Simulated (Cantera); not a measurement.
Input (Python, Cantera) and output of one run.

```python
import numpy as np
import cantera as ct

gas_names = [...]  # 151 gases of nasa_gas.yaml made of C, H, N, O, Si
cond_names = """
    C(gr) C6H6(L) C7H8(L) C8H18(L),n-octa H2O(s) H2O(L) Si(cr) Si(L) SiC(b) SiO2(Lqz) SiO2(hqz) SiO2(L)
    Si2N2O(s) Si3N4(a)
""".split()


# ... load() reads the species with a 1 bar reference pressure and builds the phases ...
atoms = {
    'SiC': {'Si': 1, 'C': 1},
    'N2O': {'N': 2, 'O': 1},
    'H2': {'H': 2},
}
top_T = {'C(gr)': 4500, 'SiC(b)': 3050, 'Si2N2O(s)': 2100, 'Si3N4(a)': 2400}  # K; cautious upper limits of use, not melting points


# ... equilibrate(T, P, feed) seeds the gas with the atoms and calls Mixture.equilibrate('TP', solver="vcs", rtol=1e-11, max_steps=5000) ...
results = []
T = 1648.15  # K
P = 2600  # Pa
for m in [2, 3.2, 5.3, 8.6, 14, 23, 38, 62]:
    feed = {'SiC': 1, 'N2O': 0.54, 'H2': m}  # mol
    mix = equilibrate(T, P, feed)
    results.append((T, P, feed, dict(zip(mix.species_names, mix.species_moles))))

top = {s: max(r[3][s] / sum(r[3][g] for g in gas_names) for r in results) for s in gas_names}
cols = sorted((s for s in top if top[s] > 0.0001), key=lambda s: -top[s])[:6]
seen = [c for c in cond_names if any(r[3].get(c, 0) > 1e-12 for r in results)]
print("log10 of partial pressures in bar; condensed amounts in mol")
print(f"{'n(H2)':>10s}" + "".join(f"{s[:9]:>10s}" for s in cols + seen))
for T, P, feed, n in results:
    ng = sum(n[g] for g in gas_names)
    print(f"{feed['H2']:10.4g}" + "".join(f"{np.log10(max(n[s] / ng * P / 1e5, 1e-99)):10.3f}" for s in cols)
          + "".join(f"{n.get(c, 0):10.4g}" for c in seen))
```

Output:

```
log10 of partial pressures in bar; condensed amounts in mol
     n(H2)        H2        N2        CO       SiO         H       HCN    SiC(b) Si2N2O(s)
         2    -1.721    -2.457    -2.471    -3.946    -4.910    -5.147    0.6434    0.1723
       3.2    -1.676    -2.610    -2.633    -3.898    -4.888    -5.306    0.6459    0.1675
       5.3    -1.644    -2.786    -2.826    -3.845    -4.872    -5.500    0.6506     0.158
       8.6    -1.624    -2.958    -3.026    -3.797    -4.862    -5.701    0.6587    0.1418
        14    -1.611    -3.127    -3.243    -3.756    -4.855    -5.908    0.6729    0.1135
        23    -1.603    -3.289    -3.484    -3.729    -4.851    -6.118    0.6968   0.06561
        38    -1.597    -3.445    -3.746    -3.745    -4.848    -6.317    0.7295         0
        62    -1.593    -3.653    -3.954    -3.953    -4.846    -6.418    0.7293         0
```

Equilibrium computed with Cantera from the NASA thermochemical tables; the gas is ideal and each condensed phase is pure. Mutual solubility and eutectic melting of coexisting phases are not modelled.
